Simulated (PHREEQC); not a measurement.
Solution (25 °C): 0.042 mol/kgw ZnCl2, 0.0003 mol/kgw KCl and 0.038 mol/kgw H2SO4. Closed to the air; pH follows from the charge balance.

Model: ion-association model, phreeqc.dat, run in PHREEQC.

Each row changes one thing in this solution. No solid was allowed to form.

| case | pH | ionic strength (mol/kgw) | Zn+2 (mol/kgw) | HSO4- (mol/kgw) | SO4-2 (mol/kgw) | ZnSO4 (mol/kgw) | SI of Zn(OH)2(e) (Zn(OH)2) |
|---|---|---|---|---|---|---|---|
| as made | 1.34 | 0.166 | 0.0317 | 0.0191 | 0.0103 | 0.00736 | -10.82 |
| diluted 2-fold with water | 1.60 | 0.0864 | 0.0162 | 0.00803 | ___ | 0.00384 | -10.49 |
| KCl replaced by PbCl2 at the same molality | 1.34 | 0.166 | 0.0317 | 0.0191 | 0.0103 | ___ | -10.82 |
| KCl left out | 1.34 | 0.165 | 0.0317 | 0.0191 | 0.0103 | 0.00736 | -10.82 |
| ZnCl2 replaced by ZnSO4 at the same molality | 1.47 | 0.141 | 0.0241 | 0.0347 | 0.0245 | 0.0149 | -10.65 |

Q: What belongs in the gaps?

A: 
- diluted 2-fold with water, SO4-2 (mol/kgw): 0.00669
- KCl replaced by PbCl2 at the same molality, ZnSO4 (mol/kgw): 0.00734

Species that the database lacks are ignored. Some of these states are supersaturated (in Anglesite, for instance).
